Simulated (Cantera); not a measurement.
# NaOH + CO₂ + O₂ (calcination and drying)

Feed: 1 mol NaOH, 2.3 mol CO₂, 0.042 mol O₂, held at 0.00720 bar.

Cantera equilibrium calculation (NASA polynomials, part measured and part estimated; ideal gas, pure solids and liquids). Candidate condensed phases: C, C₆H₆, C₇H₈, C₈H₁₈, H₂O, Na, NaOH, NaO₂, Na₂CO₃, Na₂O, Na₂O₂; 117 gas species. Rates play no part.

```
T (°C)  log p CO₂  log p H₂O  log p NaOH  log p O₂  log p Na  n Na₂CO₃(s)  n Na₂CO₃(l)
------  ---------  ---------  ----------  --------  --------  -----------  -----------
725         -2.26      -2.81       -6.95     -3.89    -10.64        0.500            0
775         -2.26      -2.81       -6.26     -3.89     -9.49        0.500            0
825         -2.26      -2.81       -5.63     -3.89     -8.46        0.500            0
875         -2.26      -2.81       -5.08     -3.89     -7.53            0        0.499
925         -2.26      -2.82       -4.59     -3.89     -6.70            0        0.496
975         -2.26      -2.83       -4.15     -3.89     -5.94            0        0.488
1025        -2.26      -2.85       -3.75     -3.90     -5.24            0        0.469
1075        -2.27      -2.91       -3.39     -3.89     -4.59            0        0.425
1125        -2.28      -3.03       -3.10     -3.86     -3.99            0        0.332
```
log p: log10 of the partial pressure in bar; n: condensed amount in mol.

From 725 °C to 825 °C the condensed part is Na₂CO₃(s). From 875 °C to 1125 °C the condensed part is Na₂CO₃(l). The main Na-bearing gas is NaOH throughout.
